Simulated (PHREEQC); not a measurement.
A made-up water analysis in mg/kgw, 25 °C, pH 3.11, pe 9.2: Na 152; K 10.4; Ca 195; Mg 76.3; Cl 243; S(6) as SO4 1340; Mn(2) 0.199; Fe(3) 257; Cu(2) 0.626; Zn 19.5.

Cl is adjusted to close the charge balance.
Valence states are taken as typed.

Equilibrium calculation in PHREEQC: ion-association model, phreeqc.dat.

Precipitation was switched off in this run.

Question: Predict the ionic strength.

Answer: ionic strength 0.0420 mol/kgw.

Question: In which forms is Fe present?

Answer: FeSO4+ 59 %, FeOH+2 20 %, Fe(SO4)2- 5.0 %, Fe(OH)2+ 4.9 %, Fe+3 4.5 %, Fe2(OH)2+4 4.5 % of the Fe.

Saturation is exceeded, for instance for Jarosite-K, Fe(OH)3(a); the values hold only as long as no solid forms.
